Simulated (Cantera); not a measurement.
Cantera run:

```python
import numpy as np
import cantera as ct

gas_names = [...]  # 109 gases of nasa_gas.yaml made of C, Cl, H, Si
cond_names = """
    C(gr) C6H6(L) C7H8(L) C8H18(L),n-octa Si(cr) Si(L) SiC(b)
""".split()


# ... load() reads the species with a 1 bar reference pressure and builds the phases ...
atoms = {
    '(CH3)2SiCl2': {'C': 2, 'H': 6, 'Si': 1, 'CL': 2},
    'CH4': {'C': 1, 'H': 4},
    'H2': {'H': 2},
}
top_T = {'C(gr)': 4500, 'SiC(b)': 3050}  # K; cautious upper limits of use, not melting points


# ... equilibrate(T, P, feed) seeds the gas with the atoms and calls Mixture.equilibrate('TP', solver="vcs", rtol=1e-11, max_steps=5000) ...
results = []
feed = {'(CH3)2SiCl2': 1, 'CH4': 0.15, 'H2': 3}  # mol
P = 98000  # Pa
for T in [1373, 1523, 1673, 1823, 1973, 2123, 2273, 2423, 2573]:
    mix = equilibrate(T, P, feed)
    results.append((T, P, feed, dict(zip(mix.species_names, mix.species_moles))))

top = {s: max(r[3][s] / sum(r[3][g] for g in gas_names) for r in results) for s in gas_names}
cols = sorted((s for s in top if top[s] > 1e-05), key=lambda s: -top[s])[:9]
seen = [c for c in cond_names if any(r[3].get(c, 0) > 1e-12 for r in results)]
print("log10 of partial pressures in bar; condensed amounts in mol")
print(f"{'T/K':>10s}" + "".join(f"{s[:9]:>10s}" for s in cols + seen))
for T, P, feed, n in results:
    ng = sum(n[g] for g in gas_names)
    print(f"{T:10.4g}" + "".join(f"{np.log10(max(n[s] / ng * P / 1e5, 1e-99)):10.3f}" for s in cols)
          + "".join(f"{n.get(c, 0):10.4g}" for c in seen))
```

Output:

```
log10 of partial pressures in bar; condensed amounts in mol
       T/K        H2       HCL         H     SiCL2 C2H2,acet     SiCL4        CL       CH4        Si     C(gr)    SiC(b)
      1373    -0.130    -0.652    -5.543    -3.087    -5.893    -2.023    -6.146    -2.559   -11.784      1.23    0.8999
      1523    -0.141    -0.605    -4.706    -2.654    -5.068    -2.583    -5.267    -2.919    -9.843     1.194    0.9472
      1673    -0.143    -0.597    -4.015    -2.368    -4.387    -3.169    -4.576    -3.202    -8.253     1.193    0.9515
      1823    -0.143    -0.601    -3.435    -2.156    -3.818    -3.707    -4.011    -3.432    -6.928     1.207    0.9383
      1973    -0.142    -0.611    -2.941    -1.992    -3.335    -4.186    -3.536    -3.624    -5.806     1.224    0.9172
      2123    -0.141    -0.624    -2.516    -1.862    -2.922    -4.615    -3.133    -3.788    -4.845     1.239    0.8917
      2273    -0.142    -0.640    -2.147    -1.759    -2.566    -5.002    -2.786    -3.930    -4.012     1.245    0.8626
      2423    -0.146    -0.660    -1.824    -1.680    -2.257    -5.358    -2.486    -4.060    -3.283     1.236    0.8266
      2573    -0.156    -0.686    -1.542    -1.622    -1.992    -5.694    -2.226    -4.185    -2.641      1.21    0.7663
```

These are equilibrium values from Cantera (NASA tables, ideal gas, pure condensed phases), not measurements of a reactor. The feed counts by its element totals alone. The tables' values for SiCl, SiCl3 are old estimates; treat these amounts as uncertain. Gases not in the tables: Si2H6 and higher silanes.
